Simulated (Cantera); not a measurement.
A freely propagating, adiabatic, planar premixed flame of H2 : O2 : N2 = 1 : 0.357 : 1.36 (molar parts), equivalence ratio 1.4, unburnt at 400 K and 0.140 bar; mixture-averaged transport, grid criteria slope 0.08 and curve 0.16, no radiation.

Computed with Cantera and the H2/O2 subset of GRI-Mech 3.0, which has no nitrogen chemistry. Burning velocities carry a grid error of a few per cent, more on coarse grids.

What does this change do: H2 1 to 0.77 parts?


```json
[
 {"quantity": "laminar burning velocity", "before": "357 cm/s", "after": "318 cm/s"},
 {"quantity": "thermal thickness", "before": "5.25 mm", "after": "5.43 mm"},
 {"quantity": "peak x(H)", "before": "0.108", "after": "0.0841"},
 {"quantity": "peak x(O)", "before": "0.00825", "after": "0.0123"},
 {"quantity": "peak x(H2O2)", "before": "1.55e-5", "after": "1.72e-5"},
 {"quantity": "peak x(OH)", "before": "0.0109", "after": "0.0155"}
]
```

What does this change do: inlet temperature 400 to 475 K?


```json
[
 {"quantity": "laminar burning velocity", "before": "357 cm/s", "after": "459 cm/s"},
 {"quantity": "thermal thickness", "before": "5.25 mm", "after": "5.47 mm"},
 {"quantity": "peak x(H)", "before": "0.108", "after": "0.113"},
 {"quantity": "peak x(O)", "before": "0.00825", "after": "0.00890"},
 {"quantity": "peak x(H2O2)", "before": "1.55e-5", "after": "4.81e-6"},
 {"quantity": "peak x(OH)", "before": "0.0109", "after": "0.0118"}
]
```
